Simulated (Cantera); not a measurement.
Feed: 1 mol Si, 3.8 mol F₂, at 748 K and 0.000550 bar.

Equilibrium computed with Cantera from the NASA thermochemical tables; the gas is ideal and each condensed phase is pure. Candidate condensed phases: Si; 9 gas species. Rates play no part.

Base state: F₂ 0.551, SiF₄ 0.337, F 0.112 (mole fractions); condensed: gas only.

Q: What changes in the equilibrium state with this change: F₂ from 3.8 to 2 mol?

A: 
```csv
species,before,after
SiF₄,0.337,1.00
F₂,0.551,<1e-9
F,0.112,<1e-9
```

Q: What changes in the equilibrium state with this change: F₂ from 3.8 to 0.59 mol?

A: 
```
species     before    after
----------  ------  -------
SiF₄         0.337    1.000
SiF₃         <1e-9  2.66e-5
F₂           0.551    <1e-9
F            0.112    <1e-9
Si(s), mol       0    0.705
```
The tables' values for SiF₃ are old estimates; treat these amounts as uncertain.
